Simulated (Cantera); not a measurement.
# Adiabatic ignition

An adiabatic, constant-volume homogeneous reactor starts with 19.4 % CO, 4.66 % H₂, 12.4 % O₂, 46.6 % N₂, 16.9 % H₂O, at 1223 K and 0.630 bar.

Detailed kinetics in Cantera: GRI-Mech 3.0 (53 species, 325 reactions).

```csv
t (s),T (K),P (bar),x CO,x H₂,x O₂,x N₂O,x NO,x HO₂,x H₂O₂
3.00e-6,1223,0.630,0.194,0.0466,0.124,<1e-12,<1e-12,1.32e-9,<1e-12
9.11e-6,1223,0.630,0.194,0.0466,0.124,<1e-12,<1e-12,5.95e-9,5.55e-12
2.77e-5,1223,0.630,0.194,0.0466,0.124,<1e-12,<1e-12,8.35e-8,1.47e-10
8.40e-5,1224,0.630,0.194,0.0463,0.124,1.01e-10,5.76e-12,4.25e-5,2.94e-7
0.000255,2391,1.15,0.0680,0.0162,0.0394,1.78e-7,5.64e-5,7.12e-6,2.73e-7
0.000775,2619,1.24,0.0544,0.0113,0.0310,3.54e-7,0.000747,7.04e-6,3.75e-7
0.00235,2616,1.24,0.0544,0.0113,0.0301,3.57e-7,0.00279,6.84e-6,3.68e-7
0.00714,2611,1.23,0.0544,0.0114,0.0286,3.80e-7,0.00638,6.49e-6,3.54e-7
0.0217,2608,1.23,0.0544,0.0114,0.0279,3.98e-7,0.00802,6.33e-6,3.48e-7
0.0659,2608,1.23,0.0544,0.0114,0.0278,3.98e-7,0.00806,6.33e-6,3.48e-7
0.200,2608,1.23,0.0544,0.0114,0.0278,3.98e-7,0.00806,6.33e-6,3.48e-7
```
x: mole fraction; the columns are a selection and need not sum to one.

```json
{
 "time_of_steepest_temperature_rise": "0.145 ms",
 "temperature at 0.200 s": "2608 K",
 "equilibrium_temperature": "2608 K",
 "x(CO) at 0.200 s": "0.0544 (gas-phase equilibrium 0.0544)",
 "x(H₂) at 0.200 s": "0.0114 (gas-phase equilibrium 0.0114)",
 "x(O₂) at 0.200 s": "0.0278 (gas-phase equilibrium 0.0278)"
}
```
